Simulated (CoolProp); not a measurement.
Methanol along the isotherm 346.85 °C: Z from the reference equation and from simpler models built on Tc = 240.2 °C, pc = 8.216 MPa, ω = 0.565; each cubic takes its own stable root.

Computed with CoolProp (reference Helmholtz-energy equation of state, de Reuck 1993).

| p (MPa) | phase | reference |
|---|---|---|
| 0.13 | gas | 0.9974 |
| 0.191 | gas | 0.9962 |
| 0.28 | gas | 0.9944 |
| 0.411 | gas | 0.9917 |
| 0.603 | gas | 0.9878 |
| 0.885 | gas | 0.9820 |
| 1.3 | gas | 0.9734 |
| 1.91 | gas | 0.9604 |
| 2.8 | gas | 0.9412 |
| 4.11 | gas | 0.9125 |
| 6.03 | gas | 0.8707 |
| 8.85 | supercritical | 0.8115 |
| 13 | supercritical | 0.7273 |
| 19.1 | supercritical | 0.6150 |
| 28 | supercritical | 0.5365 |
| 41.1 | supercritical | 0.5927 |

Problem. How far does each simpler model (van der Waals, Redlich-Kwong, Soave-Redlich-Kwong, Peng-Robinson) lie from the reference over these 16 states: mean and median of the absolute difference, and the worst?

Solution. 
- van der Waals: mean 6.4 %, median 0.7 %, worst +43.7 % at 346.85 °C and 41.1 MPa
- Redlich-Kwong: mean 4.0 %, median 0.8 %, worst +24.0 % at 346.85 °C and 41.1 MPa
- Soave-Redlich-Kwong: mean 6.8 %, median 0.6 %, worst +39.9 % at 346.85 °C and 41.1 MPa
- Peng-Robinson: mean 4.3 %, median 0.2 %, worst +28.9 % at 346.85 °C and 41.1 MPa
